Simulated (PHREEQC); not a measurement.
Dissolve 0.075 mol H2SO4, 0.015 mol FeSO4 and 0.047 mol MgSO4 per kg of water at 25 °C. Closed to the air; pH follows from the charge balance.

All values are PHREEQC results (ion-association model, phreeqc.dat), not measurements.

| Property | Result |
|---|---|
| pH | 1.24 |
| ionic strength | 0.215 mol/kgw |
| specific conductance | 28500 µS/cm |
| density | 1.009 g/cm³ |
| total alkalinity | -150 meq/kg |

```
species  molality  activity   log γ
-------  --------  --------  ------
HSO4-      0.0751    0.0558  -0.129
H+         0.0726    0.0577  -0.100
SO4-2      0.0350   0.00996  -0.546
Mg+2       0.0269   0.00907  -0.472
MgSO4      0.0201    0.0212   0.022
Fe+2      0.00820   0.00263  -0.494
FeSO4     0.00443   0.00465   0.022
FeHSO4+   0.00237   0.00176  -0.129
```

Precipitation was switched off in this run. Species that the database lacks are ignored.
